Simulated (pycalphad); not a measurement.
All values are pycalphad results on the COST 507 light-alloy database (1999) (1 atm), not direct measurements. The data set is of 1999 and partly superseded. Kinetics are ignored, which matters at the lower temperatures.

Task: How does the equilibrium phase assembly of Si-71.13V (wt.%) change on cooling from 2850 K to 530 K?

Result: 
```tsv
T (K)	phases above	phases below
2264.0	liquid	liquid + SI3V5
1943.1	liquid + SI3V5	SI3V5 + SI5V6
1434.6	SI3V5 + SI5V6	SI2V + SI3V5
```
Changes were sought between steps of 40 K, so a narrower field can be missed.

Database names, with the compositions (at.%) that they take in these runs: SI3V5: V 62 Si 38; SI5V6: V 55 Si 45; SI2V: Si 67 V 33.
